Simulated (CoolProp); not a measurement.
Values from CoolProp's reference Helmholtz-energy equation of state, Lemmon 2006. It is a short technical equation, of lower accuracy than the large ones.

### Question
Give the vapour pressure (bar), vapour density (kg/m³), liquid conductivity (mW/(m K)) of saturated n-decane at 60.55, 92.35 °C.

### Answer
```json
[
 {"T (°C)": "60.55", "p (bar)": "0.0157", "vapour density (kg/m³)": "0.0807", "liquid conductivity (mW/(m K))": "120"},
 {"T (°C)": "92.35", "p (bar)": "0.0700", "vapour density (kg/m³)": "0.331", "liquid conductivity (mW/(m K))": "113"}
]
```

Thermal conductivity comes from a separate model (Huber 2005).
